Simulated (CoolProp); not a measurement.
Saturated liquid density (kg/m³) of n-undecane: the reference equation beside estimates from Tc = 638.8 K, pc = 1.990 MPa, ω = 0.539.

Values from CoolProp's reference Helmholtz-energy equation of state, Aleksandrov 2011. It is a short technical equation, of lower accuracy than the large ones.

```json
[
 {"T (K)": "312.6", "reference": "725.4", "van der Waals": "386.3", "Redlich-Kwong": "573.9"},
 {"T (K)": "336.7", "reference": "?", "van der Waals": "378.1", "Redlich-Kwong": "560.4"},
 {"T (K)": "360.9", "reference": "688.5", "van der Waals": "369.5", "Redlich-Kwong": "545.9"},
 {"T (K)": "385", "reference": "669.7", "van der Waals": "360.4", "Redlich-Kwong": "530.4"},
 {"T (K)": "409.1", "reference": "650.5", "van der Waals": "350.8", "Redlich-Kwong": "513.7"},
 {"T (K)": "433.2", "reference": "630.6", "van der Waals": "340.6", "Redlich-Kwong": "?"},
 {"T (K)": "457.4", "reference": "609.7", "van der Waals": "329.6", "Redlich-Kwong": "476.3"},
 {"T (K)": "481.5", "reference": "587.7", "van der Waals": "?", "Redlich-Kwong": "455.2"},
 {"T (K)": "505.6", "reference": "564.1", "van der Waals": "305.0", "Redlich-Kwong": "432.1"},
 {"T (K)": "529.7", "reference": "538.3", "van der Waals": "290.8", "Redlich-Kwong": "406.6"},
 {"T (K)": "553.8", "reference": "509.3", "van der Waals": "274.9", "Redlich-Kwong": "377.9"},
 {"T (K)": "578", "reference": "475.2", "van der Waals": "256.3", "Redlich-Kwong": "344.7"}
]
```

Task: Fill in the missing entries.

Result: 
- 336.7, reference: 707.0
- 433.2, Redlich-Kwong: 495.8
- 481.5, van der Waals: 317.8

Absolute difference from the reference over all 12 rows, mean and median: van der Waals 46.1 and 46.0 %, Redlich-Kwong 22.6 and 21.6 %.
